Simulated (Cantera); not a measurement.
Input: 1 mol Si3N4, 0.46 mol H2O, 40 mol N2, equilibrated at 0.133 bar.

Method: chemical equilibrium by Gibbs-energy minimisation in Cantera with the NASA 1993 tables (ideal gas, pure condensed phases). Candidate condensed phases: H2O, Si, SiO2, Si2N2O, Si3N4; 35 gas species. Mutual solubility and eutectic melting of coexisting phases are not modelled. The numbers say what is thermodynamically allowed, not how fast it happens.

Over these rows the condensed part is Si2N2O(s) + Si3N4(s). Partial pressures as log10 of bar:

| T (K) | 1000/T (1/K) | log p Si | log p N2 | log p H2 |
|---|---|---|---|---|
| 1648 | 0.6068 | -8.12 | -0.88 | -2.82 |
| 1698 | 0.5889 | -7.48 | -0.88 | -2.82 |
| 1748 | 0.5721 | -6.87 | -0.88 | -2.82 |
| 1798 | 0.5562 | ? | -0.88 | -2.82 |
| 1848 | 0.5411 | -5.76 | -0.88 | -2.83 |
| 1898 | 0.5269 | -5.25 | -0.88 | -2.83 |

Q: Fit log p(Si) = a + b·(1000/T) to the five rows, give the apparent enthalpy, and predict the row at 1798 K.

A: Means: 1000/T = 0.5672, log p = -6.696. Sxy = -0.156959, Sxx = 0.0043684, so b = -35.93 and a = -6.696 − (-35.93)×0.5672 = 13.68.
Apparent enthalpy: −19.145 × (-35.93) = 688 kJ/mol. With the condensed phases at unit activity, 1/3 Si3N4(s) = Si(g) + 2/3 N2(g) links this pressure to the main gases: over the six rows their terms move log p by +0.00 in all, so the slope is close to that reaction's ΔH°. The five rows lie within 0.01 of the line.
Prediction at 1798 K: 13.68 + (-35.93)×0.5562 = -6.30. The computed value is -6.30, 0.00 from the line.
